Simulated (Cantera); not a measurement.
Standard-state values (1 bar) from the NASA 1993 polynomials, evaluated with Cantera. Values are per mole of reaction as written; species without (g) are pure solids or liquids, kept so even where they would boil at 1 bar.

Task: Between 300 and 1800 K, where is each reaction favourable under standard conditions?
- 0.8 Ta + O₂(g) → 0.4 Ta₂O₅
- 2 C + O₂(g) → 2 CO(g)
- 0.8 V + O₂(g) → 0.4 V₂O₅

Result: 
- 0.8 Ta + O₂(g) → 0.4 Ta₂O₅: ΔG° is -764 kJ at 300 K and -512 kJ at 1800 K; it stays negative (K > 1). ΔH° is -797 kJ and ΔS° -158 J/K at 1800 K.
- 2 C + O₂(g) → 2 CO(g): ΔG° is -275 kJ at 300 K and -539 kJ at 1800 K; it stays negative (K > 1). ΔH° is -235 kJ and ΔS° 169 J/K at 1800 K.
- 0.8 V + O₂(g) → 0.4 V₂O₅: ΔG° is -567 kJ at 300 K and -347 kJ at 1800 K; it stays negative (K > 1). ΔH° is -575 kJ and ΔS° -127 J/K at 1800 K.
